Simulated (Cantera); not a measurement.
Predominance diagram of Li at 1075 K against the partial pressures of O2 and Cl2 (log10, bar). Cantera with NASA thermochemical tables; ideal gases at 1 bar, condensed phases pure. Candidates: Li(l), LiCl(l), Li2O(s). Only these pure phases compete in this equilibrium. Not in the tables: the peroxide.

```
log p(Cl2) \ log p(O2)
        columns: -35, -32.9, -30.9, -28.8, -26.8, -24.7, -22.6, -20.6, -18.5, -16.5, -14.4, -12.4, -10.3, -8.2, -6.2, -4.1, -2.1, 0
      0  A A A A A A A A A A A A A A A A A A
   -1.7  A A A A A A A A A A A A A A A A A A
   -3.4  A A A A A A A A A A A A A A A A A A
   -5.1  A A A A A A A A A A A A A A A A A A
   -6.9  A A A A A A A A A A A A A A A A A A
   -8.6  A A A A A A A A A A A A A A A A A A
  -10.3  A A A A A A A A A A A A A A A A A B
    -12  A A A A A A A A A A A A A A A B B B
  -13.7  A A A A A A A A A A A A A B B B B B
  -15.4  A A A A A A A A A A A A B B B B B B
  -17.1  A A A A A A A A A A B B B B B B B B
  -18.9  A A A A A A A A B B B B B B B B B B
  -20.6  A A A A A A A B B B B B B B B B B B
  -22.3  A A A A A B B B B B B B B B B B B B
    -24  A A A B B B B B B B B B B B B B B B
```

A: LiCl(l); B: Li2O(s).
